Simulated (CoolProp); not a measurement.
The numbers come from the reference Helmholtz-energy equation of state, Gao 2022 in CoolProp.

Give the vapour pressure (kPa), vapour density (kg/m³) of saturated n-perfluoropentane at 290.2 K.


| T (K) | p (kPa) | vapour density (kg/m³) |
|---|---|---|
| 290.2 | 63.2 | 7.85 |
